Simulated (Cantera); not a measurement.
Feed: 1 mol C2H6, 0.46 mol NH3, 0.4 mol H2, 0.051 mol H2O, equilibrated at 15.0 mbar.

Method: chemical equilibrium by Gibbs-energy minimisation in Cantera with the NASA 1993 tables (ideal gas, pure condensed phases). Candidate condensed phases: C, C6H6, C7H8, C8H18, H2O; 136 gas species. Rates play no part.

At 2173 K, list the 4 most abundant gas species with their mole fractions, and the condensed phases.

H2 0.895, N2 0.0480, H 0.0373, CO 0.0113. Condensed: C(graphite).
